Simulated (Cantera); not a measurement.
# Ignition delay

Mixture: 27.9 % H2, 15.2 % O2, 56.9 % N2, at 638 Torr, adiabatic and at constant volume. Ignition delay is the time to a rise of 400 K.

Cantera simulation using GRI-Mech 3.0 (53 species, 325 reactions); the numbers are that mechanism's predictions, not measurements. Below about 950 K walls govern HO2 and H2O2 in real vessels. Where the delays flatten at high temperature, the 400 K rule measures the pace of heat release, not the induction time.

```json
[
 {"T0 (K)": "850", "delay (ms)": "1820"},
 {"T0 (K)": "950", "delay (ms)": "1.89"},
 {"T0 (K)": "1050", "delay (ms)": "0.152"},
 {"T0 (K)": "1150", "delay (ms)": "0.0696"},
 {"T0 (K)": "1250", "delay (ms)": "0.0411"},
 {"T0 (K)": "1350", "delay (ms)": "0.0279"},
 {"T0 (K)": "1450", "delay (ms)": "0.0212"},
 {"T0 (K)": "1550", "delay (ms)": "0.0177"},
 {"T0 (K)": "1650", "delay (ms)": "0.0161"}
]
```
